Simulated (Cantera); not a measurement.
Feed: 1 mol Si3N4, 1.2 mol N2O, 950 mol H2.

Equilibrium computed with Cantera from the NASA thermochemical tables; the gas is ideal and each condensed phase is pure. Candidate condensed phases: H2O, Si, SiO2, Si2N2O, Si3N4; 35 gas species. Mutual solubility and eutectic melting of coexisting phases are not modelled. Equilibrium is a limit: real reactors are often held back by kinetics, nucleation or transport.

### Question
What condenses at these points (T in °C, P in Pa): (1350, 1000); (1400, 1); (1450, 1000000); (1400, 1000); (1400, 10000); (1600, 10); (1500, 1)?

### Answer
| T (°C) | P in Pa | condensed phases | Si condensed (%) |
|---|---|---|---|
| 1350 | 1000 | Si | 59.2 |
| 1400 | 1 | gas only | 0.0 |
| 1450 | 1000000 | Si2N2O + Si3N4 | 99.6 |
| 1400 | 1000 | Si | 58.1 |
| 1400 | 10000 | Si + Si2N2O | 63.1 |
| 1600 | 10 | gas only | 0.0 |
| 1500 | 1 | gas only | 0.0 |
